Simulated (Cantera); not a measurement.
Input (Python, Cantera):

```python
import numpy as np
import cantera as ct

gas = ct.Solution("gri30.yaml")
gas.TPX = 1073, 1333, {'H2': 0.1, 'O2': 1}
reactor = ct.IdealGasConstPressureReactor(gas, energy="off", clone=False)
net = ct.ReactorNet([reactor])
net.rtol, net.atol = 1e-08, 1e-18
show = ['H2', 'O2', 'H', 'H2O', 'O', 'H2O2']
times = np.geomspace(3e-05, 4, 12)

steps = ct.SolutionArray(gas, extra=["t"])
rows = []
print(f"{'t/s':>10s}{'T/K':>9s}{'P/Pa':>11s}" + "".join(f"{s:>11s}" for s in show))
for t in times:
    while net.time < t:
        t_next = net.step()
        steps.append(gas.state, t=t_next)
    rows.append([np.interp(t, steps.t, y) for y in (steps.T, steps.P, *steps(*show).X.T)])
    print(f"{t:10.3e}{rows[-1][0]:9.1f}{rows[-1][1]:11.4g}" + "".join(f"{x:11.3e}" for x in rows[-1][2:]))
rate = np.gradient(steps.T, steps.t)
print("integrator steps:", len(steps.t))
if steps.T.max() > steps.T[0] + 200:
    print(f"time of steepest temperature rise: {steps.t[rate.argmax()]:.4e} s")
gas.TPX = 1073, 1333, {'H2': 0.1, 'O2': 1}
gas.equilibrate("TP")
print(f"equilibrium (TP): T = {gas.T:.1f} K  " + "  ".join(f"{s} {gas[s].X[0]:.3e}" for s in show))
```

It prints:

```
       t/s      T/K       P/Pa         H2         O2          H        H2O          O       H2O2
 3.000e-05   1073.0       1333  9.091e-02  9.091e-01  1.361e-10  4.769e-12  2.293e-11  4.996e-15
 8.771e-05   1073.0       1333  9.091e-02  9.091e-01  3.724e-10  8.918e-11  1.671e-10  4.266e-14
 2.564e-04   1073.0       1333  9.091e-02  9.091e-01  1.515e-09  1.547e-09  1.340e-09  3.659e-13
 7.496e-04   1073.0       1333  9.091e-02  9.091e-01  3.262e-08  6.495e-08  3.577e-08  3.240e-12
 2.191e-03   1073.0       1333  9.041e-02  9.088e-01  1.721e-04  3.645e-04  1.896e-04  9.930e-10
 6.407e-03   1073.0       1333  2.440e-03  8.621e-01  1.967e-02  7.798e-02  3.437e-02  1.563e-07
 1.873e-02   1073.0       1333  1.047e-03  8.869e-01  5.486e-03  8.909e-02  1.524e-02  1.773e-07
 5.476e-02   1073.0       1333  1.970e-04  9.014e-01  4.238e-04  9.415e-02  2.847e-03  1.733e-07
 1.601e-01   1073.0       1333  2.256e-05  9.043e-01  1.690e-05  9.502e-02  3.346e-04  1.069e-07
 4.680e-01   1073.0       1333  2.855e-06  9.047e-01  8.230e-07  9.517e-02  4.452e-05  4.581e-08
 1.368e+00   1073.0       1333  4.877e-07  9.047e-01  6.277e-08  9.521e-02  7.999e-06  1.726e-08
 4.000e+00   1073.0       1333  1.082e-07  9.047e-01  6.936e-09  9.523e-02  1.843e-06  6.280e-09
integrator steps: 1649
equilibrium (TP): T = 1073.0 K  H2 5.808e-10  O2 9.048e-01  H 2.944e-12  H2O 9.524e-02  O 1.032e-08  H2O2 7.045e-11
```

Cantera simulation using GRI-Mech 3.0 (53 species, 325 reactions); the numbers are that mechanism's predictions, not measurements. Radical loss at walls, strong at low pressure, is not modelled. The temperature is held fixed by assumption; the heat of reaction is taken as removed at once.
